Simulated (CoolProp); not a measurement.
Vapour-liquid equilibrium of carbon dioxide (1) + carbonyl sulfide (2) at 1450 kPa; x and y are mole fractions of (1).

Model: multi-fluid Helmholtz-energy mixture model, Span 1996 and Lemmon 2006; pair parameters Bell 2016, in CoolProp.

```csv
x,"bubble temperature, mixture model (K)","bubble temperature, Raoult's law (K)","y, mixture model","y, Raoult's law"
0.05,293.1,295.7,0.225,0.210
0.125,281.4,286.7,0.447,0.424
0.2,273.2,279.6,0.583,0.568
0.275,267.1,273.7,0.671,0.670
0.35,262.6,268.7,0.731,0.746
0.425,259.1,264.4,0.777,0.803
0.5,256.2,260.6,0.813,0.849
0.575,253.8,257.3,0.844,0.885
0.65,251.7,254.3,0.871,0.914
0.725,249.7,251.6,0.897,0.939
0.8,248.0,249.2,0.923,0.959
0.875,246.3,246.9,0.950,0.976
0.95,244.7,244.9,0.979,0.991
```

The largest gap from Raoult's law is -6.6 K in bubble temperature, at x = 0.275. No azeotrope shows between x = 0.05 and 0.95.

The pair parameters rest on a limited set of measurements; away from them the model extrapolates.
